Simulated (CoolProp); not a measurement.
Vapour-liquid equilibrium of propylene (1) + R125 (2) at -58.55 °C; x and y are mole fractions of (1).

Model: multi-fluid Helmholtz-energy mixture model, Lemmon 2013 and Lemmon 2005; pair parameters Bell 2016, in CoolProp.

### Question
Give the bubble pressure and the first vapour's composition at x = 0.05, 0.65, 0.95. Is there an azeotrope?

### Answer
x = 0.05: 65.82 kPa, y = 0.145; x = 0.65: 82.29 kPa, y = 0.563; x = 0.95: 67.04 kPa, y = 0.854. y crosses x between x = 0.5 and 0.65: the model has an azeotrope there.

The pair parameters rest on a limited set of measurements; away from them the model extrapolates.
